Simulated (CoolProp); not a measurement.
C2F6 (R116) along the isotherm 251.2 K: Z from the reference equation and from simpler models built on Tc = 293.0 K, pc = 3.048 MPa, ω = 0.257; each cubic takes its own stable root.

Model: reference Helmholtz-energy equation of state, Lemmon 2006, in CoolProp. It is a short technical equation, of lower accuracy than the large ones.

| p (MPa) | phase | reference | van der Waals | Redlich-Kwong | Peng-Robinson |
|---|---|---|---|---|---|
| 0.0145 | gas | 0.9973 | 0.9980 | 0.9975 | 0.9971 |
| 0.0257 | gas | 0.9953 | 0.9964 | 0.9955 | 0.9949 |
| 0.0457 | gas | 0.9916 | 0.9935 | 0.9920 | 0.9909 |
| 0.0813 | gas | 0.9850 | 0.9885 | 0.9858 | 0.9838 |
| 0.145 | gas | 0.9729 | 0.9792 | 0.9744 | 0.9708 |
| 0.257 | gas | 0.9510 | 0.9627 | 0.9540 | 0.9474 |
| 0.457 | gas | 0.9093 | 0.9316 | 0.9156 | 0.9035 |
| 0.813 | gas | 0.8239 | 0.8709 | 0.8398 | 0.8165 |
| 1.45 | liquid | 0.07279 | 0.7313 | 0.08362 | 0.06989 |
| 2.57 | liquid | 0.1274 | 0.1976 | 0.1437 | 0.1214 |
| 4.57 | liquid | 0.2224 | 0.3324 | 0.2451 | 0.2095 |

At some of these states van der Waals gives the other phase, because its saturation line lies elsewhere.
